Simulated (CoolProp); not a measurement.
The numbers come from the reference Helmholtz-energy equation of state, Leachman 2009 in CoolProp.

### Question
For normal hydrogen, give the phase and the speed of sound (m/s), Joule-Thomson coefficient (K/MPa), conductivity (mW/(m K)) at 33.9 K and 0.0346 bar; 33.9 K and 0.281 bar.

### Answer
- 33.9 K and 0.0346 bar: gas; speed of sound 483, Joule-Thomson coefficient 8.44, conductivity 26.2
- 33.9 K and 0.281 bar: gas; speed of sound 481, Joule-Thomson coefficient 8.44, conductivity 26.4

Thermal conductivity comes from a separate model (Assael 2011).
